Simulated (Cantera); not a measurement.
A closed system holds: 1 mol MgCO3, 0.041 mol H2, held at 0.330 bar.

Equilibrium computed with Cantera from the NASA thermochemical tables; the gas is ideal and each condensed phase is pure. Candidate condensed phases: C, C6H6, C7H8, C8H18, H2O, Mg, MgCO3, MgO, Mg(OH)2; 116 gas species. The numbers say what is thermodynamically allowed, not how fast it happens. All values below are at 1375 K.

Base state: CO2 0.922, CO 0.0386, H2O 0.0386, H2 0.000782 (mole fractions); condensed: MgO(s).

### Question
What changes in the equilibrium state with this change: H2 from 0.041 to 8.8 mol?

### Answer
```json
[
 {"species": "H2", "before": "0.000782", "after": "0.802"},
 {"species": "H2O", "before": "0.0386", "after": "0.0964"},
 {"species": "CO", "before": "0.0386", "after": "0.0964"},
 {"species": "CO2", "before": "0.922", "after": "0.00561"},
 {"species": "MgO(s), mol", "before": "1.00", "after": "1.00"}
]
```
